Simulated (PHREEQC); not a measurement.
Consider water at 72 °C with 0.021 mol CuSO4 per kg of water. Closed to the air; pH follows from the charge balance.

Computed with PHREEQC (ion-association model, phreeqc.dat).

Q: The ionic strength comes out as 0.0508 mol/kgw. What activity coefficients do HSO4-, SO4-2, Cu2(OH)2+2, Cu+2, H+ get?

A: HSO4- 0.80, SO4-2 0.43, Cu2(OH)2+2 0.42, Cu+2 0.45, H+ 0.84.

Precipitation was switched off in this run. Complexes and solids missing from the database can't appear. At this temperature some constants are extrapolated from 25 °C, and those without enthalpy data are left unchanged.
